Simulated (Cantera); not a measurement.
Charge: 1 mol trisilylamine, 45 mol N₂, 5.3 mol H₂, 5.3 mol NH₃, at 1675 K and 21.0 Pa.

Equilibrium computed with Cantera from the NASA thermochemical tables; the gas is ideal and each condensed phase is pure. Candidate condensed phases: Si, Si₃N₄; 18 gas species. The feed counts by its element totals alone. The tables' values for SiN are old estimates; treat these amounts as uncertain. The numbers say what is thermodynamically allowed, not how fast it happens.

Base state: N₂ 0.728, H₂ 0.266, H 0.00413, Si 0.00207, Si₂N 3.03e-5, SiH 2.59e-5, SiN 1.68e-5 (mole fractions); condensed: Si(s).

Problem. What changes in the equilibrium state with this change: trisilylamine replaced by SiH₂Cl₂?

Solution. 
```tsv
species	before	after
N₂	0.728	0.754
H₂	0.266	0.214
HCl	0	0.0190
SiCl₂	0	0.00608
Cl	0	0.000257
SiCl	0	0.000236
SiH	2.59e-5	2.33e-5
H	0.00413	0.00371
Si(s), mol	2.85	0.462
```
The tables' values for SiCl, SiN are old estimates; treat these amounts as uncertain. Further candidate phases: NH₄Cl.
